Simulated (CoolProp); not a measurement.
R1336mzz(E) along the isotherm 410 K: fugacity coefficient from the reference equation and from simpler models built on Tc = 403.5 K, pc = 27.79 bar, ω = 0.413; each cubic takes its own stable root.

Values from CoolProp's reference Helmholtz-energy equation of state, Akasaka 2023.

```csv
p (bar),phase,reference,van der Waals,Redlich-Kwong,Soave-Redlich-Kwong
4.07,gas,0.9507,0.9583,0.9528,[?]
8.14,gas,0.9025,[?],0.9063,0.9075
12.2,gas,0.8552,0.8755,0.8606,0.8623
16.3,gas,[?],0.8336,0.8149,0.8173
20.4,gas,0.7616,0.7912,0.7693,0.7723
24.4,gas,0.7160,0.7486,0.7243,0.7282
28.5,supercritical,0.6678,0.7017,0.6762,0.6814
32.6,supercritical,0.6132,0.6447,0.6208,0.6290
36.6,supercritical,0.5613,0.5963,0.5716,[?]
40.7,supercritical,0.5176,0.5560,0.5302,0.5388
44.8,supercritical,0.4816,0.5229,[?],0.5044
48.9,supercritical,0.4515,0.4954,0.4674,0.4756
52.9,supercritical,0.4266,0.4727,0.4437,0.4516
57,supercritical,0.4047,0.4530,0.4228,0.4305
```

Question: Some entries are withheld; supply them.

Answer: 
- 4.07, Soave-Redlich-Kwong: 0.9533
- 8.14, van der Waals: 0.9168
- 16.3, reference: 0.8082
- 36.6, Soave-Redlich-Kwong: 0.5803
- 44.8, Redlich-Kwong: 0.4960
